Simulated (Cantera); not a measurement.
What does this Cantera script print?

```python
import numpy as np
import cantera as ct

gas_names = """
    B BH BH2 BH3 BO BO2 B2 B2O B2O2 B2O3 B3O3H3 H HBO HBO2 HO2 H2 H2O H2O2 H3B3O6 O OH O2 O3
""".split()
cond_names = """
    B(b) B(L) B2O3(L) B3O3H3(cr) H2O(s) H2O(L)
""".split()


# ... load() reads the species with a 1 bar reference pressure and builds the phases ...
atoms = {
    'B': {'B': 1},
    'H2O': {'H': 2, 'O': 1},
}
top_T = {}  # K; cautious upper limits of use, not melting points


# ... equilibrate(T, P, feed) seeds the gas with the atoms and calls Mixture.equilibrate('TP', solver="vcs", rtol=1e-11, max_steps=5000) ...
results = []
feed = {'B': 1, 'H2O': 0.065}  # mol
T = 2098.15  # K
P = 13332.2  # Pa
mix = equilibrate(T, P, feed)
results.append((T, P, feed, dict(zip(mix.species_names, mix.species_moles))))
print(gas.report(threshold=0.001))
for i in range(1, mix.n_phases):
    print(f"{mix.phase(i).name:16s} {mix.phase_moles(i):12.5e} mol")
```

It prints:

```
       temperature   2098.2 K
          pressure   13332 Pa
           density   0.014397 kg/m^3
  mean mol. weight   18.838 kg/kmol
   phase of matter   gas

                          1 kg             1 kmol
                     ---------------   ---------------
          enthalpy       -3.1214e+06       -5.8801e+07  J
   internal energy       -4.0475e+06       -7.6246e+07  J
           entropy             14965        2.8191e+05  J/K
    Gibbs function       -3.4521e+07        -6.503e+08  J
 heat capacity c_p            2660.2             50112  J/K
 heat capacity c_v            2218.8             41797  J/K

                      mass frac. Y      mole frac. X     chem. pot. / RT
                     ---------------   ---------------   ---------------
                BO          0.043557          0.030606           -34.133
              B2O2            0.5046           0.17728           -68.265
              B2O3          0.080606          0.021811           -99.036
                 H        0.00033635         0.0062857           -11.119
               HBO           0.30108           0.20389           -45.251
              HBO2         0.0087655         0.0037685           -76.022
                H2          0.059419           0.55522           -22.238
     [  +16 minor]         0.0016377         0.0011356

B(b)              9.37416e-01 mol
B2O3(L)           0.00000e+00 mol
```

Method: chemical equilibrium by Gibbs-energy minimisation in Cantera with the NASA 1993 tables (ideal gas, pure condensed phases). The tables' values for BH2 are old estimates; treat these amounts as uncertain.
